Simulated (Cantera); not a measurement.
Cantera run:

```python
import numpy as np
import cantera as ct

gas_names = """
    C CH CH2 CH3 CH2OH CH3O CH4 CH3OH CO CO2 COOH C2 C2H CHCO,ketyl C2H2,acetylene C2H2,vinylidene
    CH2CO,ketene C2H3,vinyl CH3CO,acetyl C2H4 C2H4O,ethylen CH3CHO,ethanal CH3COOH (HCOOH)2 C2H5 C2H6
    CH3OCH3 C2H5OH C2O C3 C3H3,propargyl C3H4,allene C3H4,propyne C3H4,cyclo- C3H5,allyl C3H6,propylene
    C3H6,cyclo- C3H6O C3H7,n-propyl C3H7,i-propyl C3H8 C3H8O,1propanol C3H8O,2propanol C3O2 C4 C4H2
    C4H4,1,3-cyclo- C4H6,butadiene C4H6,2-butyne C4H6,cyclo- C4H8,1-butene C4H8,cis2-buten
    C4H8,tr2-butene C4H8,isobutene C4H8,cyclo- (CH3COOH)2 C4H9,n-butyl C4H9,i-butyl C4H9,s-butyl
    C4H9,t-butyl C4H10,isobutane C4H10,n-butane C5 C5H6,1,3cyclo- C5H8,cyclo- C5H10,1-pentene
    C5H10,cyclo- C5H11,pentyl C5H11,t-pentyl C5H12,n-pentane C5H12,i-pentane CH3C(CH3)2CH3 C6H2
    C6H5,phenyl C6H5O,phenoxy C6H6 C6H5OH,phenol C6H10,cyclo- C6H12,1-hexene C6H12,cyclo- C6H13,n-hexyl
    C7H7,benzyl C7H8 C7H8O,cresol C7H14,1-heptene C7H15,n-heptyl C7H16,n-heptane C8H8,styrene
    C8H10,ethylbenz C8H16,1-octene C8H17,n-octyl C8H18,isooctane C8H18,n-octane C9H19,n-nonyl
    C10H8,naphthale C10H21,n-decyl C12H9,o-bipheny C12H10,bipheny H HCO HO2 H2 HCHO,formaldehy HCOOH H2O
    H2O2 O OH O2 O3 Ti TiO TiO2
""".split()
cond_names = """
    C(gr) C6H6(L) C7H8(L) C8H18(L),n-octa H2O(s) H2O(L) Ti(a) Ti(b) Ti(L) TiC(s) TiC(L) TiO(a) TiO(b)
    TiO(L) TiO2(ru) TiO2(L) Ti2O3(a) Ti2O3(b) Ti2O3(L) Ti3O5(a) Ti3O5(b) Ti3O5(L) Ti4O7(s) Ti4O7(L)
""".split()


def load(file, names, dense=False):
    # The tables refer to 1 bar. Condensed volumes are neglected.
    table = {s.name: s for s in ct.Species.list_from_file(file)}
    out = []
    for n in names:
        d = dict(table[n].input_data)
        d["thermo"] = dict(d["thermo"], **{"reference-pressure": 1e5})
        if dense:
            d["equation-of-state"] = {"model": "constant-volume", "density": "1e6 g/cm^3"}
        out.append(ct.Species.from_dict(d))
    return out


gas = ct.Solution(thermo="ideal-gas", species=load("nasa_gas.yaml", gas_names))
cond = {s.name: ct.Solution(thermo="fixed-stoichiometry", species=[s], name=s.name)
        for s in load("nasa_condensed.yaml", cond_names, dense=True)}
atoms = {
    'Ti': {'Ti': 1},
    'H2O': {'H': 2, 'O': 1},
    'CO2': {'C': 1, 'O': 2},
}
top_T = {'C(gr)': 4500}  # K; cautious upper limits of use, not melting points


def equilibrate(T, P, feed):
    n = {}
    for name, mol in feed.items():
        for a, k in atoms[name].items():
            n[a] = n.get(a, 0.0) + k * mol
    gas.TPX = T, P, n
    mass = sum(n.values()) * gas.mean_molecular_weight
    gas.equilibrate("TP")
    valid = [c for c in cond.values() if c.min_temp <= T <= top_T.get(c.name, c.max_temp)]
    mix = ct.Mixture([(gas, mass / gas.mean_molecular_weight)] + [(c, 0.0) for c in valid])
    mix.T, mix.P = T, P
    mix.equilibrate("TP", solver="vcs", rtol=1e-11, max_steps=5000)
    return mix


results = []
feed = {'Ti': 1, 'H2O': 0.76, 'CO2': 0.00042}  # mol
P = 47000  # Pa
for T in [1023, 1098, 1173, 1248, 1323, 1398, 1473, 1548, 1623, 1698, 1773]:
    mix = equilibrate(T, P, feed)
    results.append((T, P, feed, dict(zip(mix.species_names, mix.species_moles))))
    x = sorted(zip(gas.X, gas.species_names), reverse=True)
    print(f"T = {T:g} K  P = {P:g} Pa  gas = {mix.phase_moles(0):.4g} mol")
    print("   x: " + "  ".join(f"{s} {v:.3e}" for v, s in x if v > 1e-05))
    print("   condensed (mol): " + ("  ".join(f"{mix.phase(i).name} {mix.phase_moles(i):.4g}"
          for i in range(1, mix.n_phases) if mix.phase_moles(i) > 1e-12) or "none"))
```

Output:

```
T = 1023 K  P = 47000 Pa  gas = 0.76 mol
   x: H2 1.000e+00
   condensed (mol): Ti(a) 0.2387  TiC(s) 0.00042  TiO(a) 0.7608
T = 1098 K  P = 47000 Pa  gas = 0.76 mol
   x: H2 1.000e+00
   condensed (mol): Ti(a) 0.2387  TiC(s) 0.00042  TiO(a) 0.7608
T = 1173 K  P = 47000 Pa  gas = 0.76 mol
   x: H2 1.000e+00
   condensed (mol): Ti(b) 0.2387  TiC(s) 0.00042  TiO(a) 0.7608
T = 1248 K  P = 47000 Pa  gas = 0.76 mol
   x: H2 1.000e+00
   condensed (mol): Ti(b) 0.2387  TiC(s) 0.00042  TiO(a) 0.7608
T = 1323 K  P = 47000 Pa  gas = 0.76 mol
   x: H2 1.000e+00
   condensed (mol): Ti(b) 0.2387  TiC(s) 0.00042  TiO(b) 0.7608
T = 1398 K  P = 47000 Pa  gas = 0.76 mol
   x: H2 1.000e+00
   condensed (mol): Ti(b) 0.2387  TiC(s) 0.00042  TiO(b) 0.7608
T = 1473 K  P = 47000 Pa  gas = 0.76 mol
   x: H2 1.000e+00  H 1.845e-05
   condensed (mol): Ti(b) 0.2387  TiC(s) 0.00042  TiO(b) 0.7608
T = 1548 K  P = 47000 Pa  gas = 0.76 mol
   x: H2 1.000e+00  H 4.491e-05
   condensed (mol): Ti(b) 0.2387  TiC(s) 0.00042  TiO(b) 0.7608
T = 1623 K  P = 47000 Pa  gas = 0.76 mol
   x: H2 9.999e-01  H 1.008e-04
   condensed (mol): Ti(b) 0.2387  TiC(s) 0.00042  TiO(b) 0.7608
T = 1698 K  P = 47000 Pa  gas = 0.7601 mol
   x: H2 9.998e-01  H 2.109e-04
   condensed (mol): Ti(b) 0.2387  TiC(s) 0.00042  TiO(b) 0.7608
T = 1773 K  P = 47000 Pa  gas = 0.7602 mol
   x: H2 9.996e-01  H 4.149e-04
   condensed (mol): Ti(b) 0.2387  TiC(s) 0.00042  TiO(b) 0.7608
```

Method: chemical equilibrium by Gibbs-energy minimisation in Cantera with the NASA 1993 tables (ideal gas, pure condensed phases). Mutual solubility and eutectic melting of coexisting phases are not modelled. TiC, TiO: taken at fixed stoichiometry. Condensed phases not in the tables: solid solutions among these carbides, nitrides and lower oxides, N, O or C dissolved in the metal.
